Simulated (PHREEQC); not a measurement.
A solution holds 0.0099 mol/kgw HF, 0.0036 mol/kgw NH4HF2, 5.2e-05 mol/kgw H4SiO4 and 0.23 mol/kgw HCl, at 45 °C. Closed to the air; pH follows from the charge balance.

Equilibrium calculation in PHREEQC: ion-association model, phreeqc.dat.

| quantity | before | after |
|---|---|---|
| pH | 0.75 | 0.76 |
| F- (mol/kgw) | 6.62e-5 | 9.59e-5 |

Question: What was changed between the two runs?
A) H4SiO4 left out
B) diluted 100-fold with water
C) temperature from 45 to 40 °C
D) NH4HF2 from 0.0036 to 0.0072 mol/kgw
E) temperature from 45 to 90 °C

Answer: D, NH4HF2 from 0.0036 to 0.0072 mol/kgw

Precipitation was switched off in this run. Constants without temperature data keep their 25 °C values here. SiF6-2 is the database's only silicon fluoride.
